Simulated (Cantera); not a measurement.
# Premixed flame

A freely propagating, adiabatic, planar premixed flame of CO : H₂ : CH₄ : O₂ : N₂ = 1 : 0.33 : 1.4 : 2.31 : 8.69 (molar parts), equivalence ratio 1.5, unburnt at 698 K and 2250 Torr; mixture-averaged transport, grid criteria slope 0.08 and curve 0.16, no radiation.

Computed with Cantera and GRI-Mech 3.0 (53 species, 325 reactions). Burning velocities carry a grid error of a few per cent, more on coarse grids.

| z (mm) | T (K) | u (m/s) | x CO | x H₂ | x CH₄ | x NO | x H₂O₂ | x C₂H₂ |
|---|---|---|---|---|---|---|---|---|
| -0.462 | 699 | 0.992 | 0.0727 | 0.0257 | 0.102 | <1e-8 | 3.29e-8 | 2.71e-8 |
| -0.308 | 703 | 1.00 | 0.0725 | 0.0284 | 0.101 | 2.00e-8 | 4.03e-7 | 4.52e-7 |
| -0.231 | 721 | 1.03 | 0.0725 | 0.0316 | 0.0996 | 1.06e-7 | 1.97e-6 | 2.89e-6 |
| -0.154 | 819 | 1.18 | 0.0740 | 0.0374 | 0.0927 | 8.33e-7 | 1.06e-5 | 2.60e-5 |
| -0.0769 | 1235 | 1.81 | 0.0855 | 0.0462 | 0.0639 | 6.56e-6 | 2.24e-5 | 0.000220 |
| -0.0385 | 1614 | 2.38 | 0.100 | 0.0509 | 0.0358 | 1.42e-5 | 6.52e-6 | 0.000568 |
| 0 | 1958 | 2.91 | 0.115 | 0.0531 | 0.0108 | 2.74e-5 | 2.21e-6 | 0.00107 |
| 0.0385 | 2131 | 3.17 | 0.118 | 0.0519 | 0.00180 | 4.75e-5 | 5.86e-7 | 0.000690 |
| 0.0769 | 2188 | 3.25 | 0.115 | 0.0513 | 0.000264 | 6.81e-5 | 1.93e-7 | 0.000221 |
| 0.154 | 2218 | 3.28 | 0.110 | 0.0522 | 9.52e-6 | 9.32e-5 | 8.01e-8 | 1.91e-5 |
| 0.308 | 2239 | 3.30 | 0.108 | 0.0534 | 1.03e-7 | 0.000111 | 5.03e-8 | 4.39e-7 |
| 0.616 | 2260 | 3.33 | 0.108 | 0.0538 | <1e-8 | 0.000119 | 2.93e-8 | <1e-8 |
| 1.23 | 2275 | 3.35 | 0.108 | 0.0540 | <1e-8 | 0.000121 | 1.43e-8 | <1e-8 |
x: mole fraction of selected species; z is measured from the peak of heat release.

| Property | Value |
|---|---|
| laminar burning velocity | 99.0 cm/s |
| thermal thickness | 0.154 mm |
| peak x(H₂O₂) | 2.37e-5 |
| peak x(C₂H₂) | 0.00107 |
| grid points | 146 |
